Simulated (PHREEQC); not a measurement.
A made-up water analysis in mg/L, 25 °C, pH 6.3, pe 12:

```
constituent          mg/L
------------------  -----
Na                   55.2
K                   0.603
Ca                    111
Mg                    149
Cl                    214
S(6) as SO4           133
Alkalinity as HCO3   1350
Cu(2)               0.215
Ni                   9.81
```

Valence states are taken as typed.

Equilibrium calculation in PHREEQC: ion-association model, wateq4f.dat.

No solid was allowed to form.

Problem. Order these Ca species by the share of Ca that they hold, largest first: CaHCO3+, Ca+2, CaCO3, CaSO4.

Solution. Ca+2 (84 %), CaHCO3+ (12 %), CaSO4 (4.3 %), CaCO3 (0.12 %)

Problem. Order these Cu species by the share of Cu that they hold, largest first: Cu(OH)2, CuSO4, CuCO3, Cu+2, CuHCO3+.

Solution. CuHCO3+ (49 %), CuCO3 (41 %), Cu+2 (8.7 %), CuSO4 (0.46 %), Cu(OH)2 (0.38 %)

The pH is 6.30 and the ionic strength 0.0320 mol/kgw. Species that the database lacks are ignored. The database's nickel carbonate constants are estimates that later reviews lower a good deal.
